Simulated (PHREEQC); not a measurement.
Consider water at 20 °C with 0.205 mol NH4Cl and 0.22 mol NaF per kg of water. Closed to the air; pH follows from the charge balance.

Equilibrium calculation in PHREEQC: ion-association model, phreeqc.dat.

Q: The ionic strength comes out as 0.414 mol/kgw. What activity coefficients do NH4+, F-, Na+, Cl-, HF2- get?

A: NH4+ 0.61, F- 0.65, Na+ 0.72, Cl- 0.67, HF2- 0.73.

This is a speciation only: nothing precipitates in the calculation.
